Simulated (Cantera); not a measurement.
Feed: 1 mol PbO, 4 mol C, 0.33 mol N2, at 1050 K and 8.25 Torr.

Equilibrium computed with Cantera from the NASA thermochemical tables; the gas is ideal and each condensed phase is pure. Candidate condensed phases: C, Pb, PbO, PbO2, Pb3O4; 27 gas species. Equilibrium is a limit: real reactors are often held back by kinetics, nucleation or transport.

Base state: CO 0.747, N2 0.247, Pb 0.00423, CO2 0.00131 (mole fractions); condensed: C(graphite) + Pb(l).

Problem. What changes in the equilibrium state with this change: temperature from 1050 K to 2150 K?

Solution. 
```csv
species,before,after
CO,0.747,0.429
Pb,0.00423,0.429
N2,0.247,0.142
CO2,0.00131,2.67e-8
CN,<1e-9,1.25e-5
"C(graphite), mol",3.00,3.00
"Pb(l), mol",0.994,0
```

Problem. What changes in the equilibrium state with this change: temperature from 1050 K to 1575 K?

Solution. 
| species | before | after |
|---|---|---|
| CO | 0.747 | 0.429 |
| Pb | 0.00423 | 0.429 |
| N2 | 0.247 | 0.142 |
| CO2 | 0.00131 | 7.17e-7 |
| Pb2 | 2.71e-8 | 2.73e-5 |
| C(graphite), mol | 3.00 | 3.00 |
| Pb(l), mol | 0.994 | 0 |

Problem. What changes in the equilibrium state with this change: pressure from 8.25 Torr to 75.0 Torr?

Solution. 
```csv
species,before,after
CO,0.747,0.737
N2,0.247,0.251
CO2,0.00131,0.0116
Pb,0.00423,0.000465
"C(graphite), mol",3.00,3.02
"Pb(l), mol",0.994,0.999
```
